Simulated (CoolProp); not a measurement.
The numbers come from the reference Helmholtz-energy equation of state, Thol 2018 in CoolProp.

Q: For hydrogen chloride, give the phase and the density (kg/m³), cp (kJ/(kg K)), cv (kJ/(kg K)), speed of sound (m/s) at 247.75 °C and 233 bar.

A: 
- 247.75 °C and 233 bar: supercritical; density 231, cp 1.20, cv 0.633, speed of sound 420
